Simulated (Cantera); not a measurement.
Input: 1 mol FeS2, a varied amount of H2, equilibrated at 1327 °C and 2.50 bar.

These are equilibrium values from Cantera (NASA tables, ideal gas, pure condensed phases), not measurements of a reactor. Candidate condensed phases: Fe, FeS, FeS2, S; 8 gas species. Metal and sulfide melt together well below either melting point, which pure phases cannot show. Mutual solubility and eutectic melting of coexisting phases are not modelled. FeS: taken at fixed stoichiometry. Rates play no part.

log p: log10 of the partial pressure in bar; n: condensed amount in mol.

```
n(H2) (mol)  log p H2  log p H2S  log p S2  log p SH  log p H  log p S  n FeS(l)  n Fe(γ)
-----------  --------  ---------  --------  --------  -------  -------  --------  -------
7.3              0.33      -0.48     -2.36     -2.64    -4.10    -5.10      1.00        0
13               0.36          …         …         …    -4.08        …     1.000        0
24               0.38      -0.99     -3.46     -3.17    -4.07    -5.65     1.000        0
43               0.39      -1.24     -3.98     -3.43    -4.07    -5.91     1.000        0
78               0.39      -1.37     -4.24     -3.56    -4.07    -6.04     0.651    0.349
140              0.39      -1.45     -4.41     -3.64    -4.07    -6.12         0    1.000
260              0.39      -1.72     -4.95     -3.91    -4.07    -6.39         0    1.000
460              0.40      -1.97     -5.45     -4.16    -4.07    -6.64         0    1.000
840              0.40          …         …         …    -4.07        …         0    1.000
1500             0.40      -2.48     -6.48     -4.67    -4.07    -7.16         0    0.999
2700             0.40      -2.74     -6.99     -4.93    -4.07    -7.41         0    0.999
```

Question: Some entries are withheld; supply them.

Answer: 
- 840, log p H2S: -2.23
- 840, log p S2: -5.98
- 840, log p SH: -4.42
- 840, log p S: -6.91
- 13, log p H2S: -0.72
- 13, log p S2: -2.90
- 13, log p SH: -2.90
- 13, log p S: -5.37
